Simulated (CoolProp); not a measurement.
Vapour-liquid equilibrium of cyclohexane (1) + n-octane (2) at 1.48 MPa; x and y are mole fractions of (1).

Model: multi-fluid Helmholtz-energy mixture model, Zhou 2014 and Beckmüller 2019; pair parameters Bell 2016, in CoolProp.

| x | bubble temperature, mixture model (K) | bubble temperature, Raoult's law (K) | y, mixture model | y, Raoult's law |
|---|---|---|---|---|
| 0.05 | 529.6 | 528.8 | 0.072 | 0.101 |
| 0.125 | 525.2 | 523.5 | [?] | 0.235 |
| 0.2 | 520.8 | 518.6 | 0.279 | 0.352 |
| 0.275 | 516.5 | 513.9 | [?] | 0.454 |
| 0.35 | 512.2 | 509.5 | 0.465 | 0.544 |
| 0.425 | 507.9 | 505.3 | 0.549 | 0.623 |
| 0.5 | 503.8 | 501.3 | [?] | 0.693 |
| 0.575 | 499.7 | 497.5 | 0.698 | 0.755 |
| 0.65 | 495.8 | 493.9 | 0.764 | 0.811 |
| 0.725 | 492.0 | 490.5 | 0.823 | 0.860 |
| 0.8 | 488.3 | 487.2 | 0.878 | 0.904 |
| 0.875 | 484.8 | 484.1 | 0.927 | 0.943 |
| 0.95 | 481.4 | 481.1 | 0.972 | 0.978 |

Task: Complete the blanks.

Result: 
- 0.125, y, mixture model: 0.178
- 0.275, y, mixture model: 0.375
- 0.5, y, mixture model: 0.627

The largest gap from Raoult's law is +2.7 K in bubble temperature, at x = 0.35. No azeotrope shows between x = 0.05 and 0.95.

The pair parameters rest on a limited set of measurements; away from them the model extrapolates.
